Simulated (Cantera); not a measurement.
A perfectly stirred reactor is fed with N₂O = 1 (molar parts), at 0.908 atm; it is held at 1473 K, and followed from long to short residence time.

Detailed kinetics in Cantera: GRI-Mech 3.0 (53 species, 325 reactions). GRI-Mech 3.0 was tuned for natural gas; its chemistry of N2O as a main component is partial and can be far from experiment. The temperature is held fixed by assumption; the heat of reaction is taken as removed at once.

What does this change do: temperature 1473 to 1600 K?


| quantity | before | after |
|---|---|---|
| x(N₂O) at τ = 0.580 s | 0.0451 | 0.0119 |
| x(NO) at τ = 0.580 s | 0.0767 | 0.0746 |
| x(O) at τ = 0.580 s | 1.84e-5 | 3.96e-5 |
| x(O₂) at τ = 0.580 s | 0.279 | 0.292 |
| x(NO₂) at τ = 0.580 s | 0.000491 | 0.000374 |
| x(N₂O) at τ = 50.0 ms | 0.299 | 0.0995 |
| x(NO) at τ = 50.0 ms | 0.0925 | 0.129 |
| x(O) at τ = 50.0 ms | 3.89e-5 | 9.43e-5 |
| x(O₂) at τ = 50.0 ms | 0.187 | 0.235 |
| x(NO₂) at τ = 50.0 ms | 0.000577 | 0.000651 |

What does this change do: temperature 1473 to 1350 K?


```json
[
 {"quantity": "x(N₂O) at τ = 0.580 s", "before": "0.0451", "after": "0.180"},
 {"quantity": "x(NO) at τ = 0.580 s", "before": "0.0767", "after": "0.0667"},
 {"quantity": "x(O) at τ = 0.580 s", "before": "1.84e-5", "after": "7.57e-6"},
 {"quantity": "x(O₂) at τ = 0.580 s", "before": "0.279", "after": "0.239"},
 {"quantity": "x(NO₂) at τ = 0.580 s", "before": "0.000491", "after": "0.000525"},
 {"quantity": "x(N₂O) at τ = 50.0 ms", "before": "0.299", "after": "0.676"},
 {"quantity": "x(NO) at τ = 50.0 ms", "before": "0.0925", "after": "0.0350"},
 {"quantity": "x(O) at τ = 50.0 ms", "before": "3.89e-5", "after": "1.23e-5"},
 {"quantity": "x(O₂) at τ = 50.0 ms", "before": "0.187", "after": "0.0902"},
 {"quantity": "x(NO₂) at τ = 50.0 ms", "before": "0.000577", "after": "0.000261"}
]
```
The mechanism lacks the step 2 NO + O2 → 2 NO2, which can matter for NO2 below about 1400 K.
